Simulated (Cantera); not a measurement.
Moist CO burnout

A perfectly stirred reactor is fed with CO : O₂ : H₂O : N₂ = 0.0046 : 0.033 : 0.008 : 1 (molar parts), at 8.80 bar; it is held at 875 K, and followed from long to short residence time.

Detailed kinetics in Cantera: GRI-Mech 3.0 (53 species, 325 reactions).

```tsv
τ (s)	x CO	x O₂	x H₂O	x N₂O	x OH
9.5	0.00405	0.0314	0.00765	3.82e-9	2.28e-10
3.4	0.00430	0.0315	0.00765	1.10e-9	1.69e-10
1.2	0.00438	0.0316	0.00765	2.14e-10	7.51e-11
0.44	0.00440	0.0316	0.00765	3.52e-11	1.91e-11
0.16	0.00440	0.0316	0.00765	8.73e-12	5.41e-12
0.056	0.00440	0.0316	0.00765	2.67e-12	1.87e-12
0.020	0.00440	0.0316	0.00765	<1e-12	<1e-12
0.0072	0.00440	0.0316	0.00765	<1e-12	<1e-12
0.0026	0.00440	0.0316	0.00765	<1e-12	<1e-12
0.00092	0.00440	0.0316	0.00765	<1e-12	<1e-12
```
x: mole fraction; the columns are a selection and need not sum to one.
